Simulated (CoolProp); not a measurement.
Decamethylcyclopentasiloxane (D5) at 298.15 K and 1.04 MPa is throttled through a valve to 0.357 MPa with no heat exchange. Each further row changes one setting.

Values from CoolProp's reference Helmholtz-energy equation of state, Thol 2019.

```tsv
case	temperature change (K)	final density (kg/m³)
as stated	+0.3	954
outlet pressure 0.107 MPa	+0.4	953
outlet pressure 0.464 MPa	+0.2	954
```
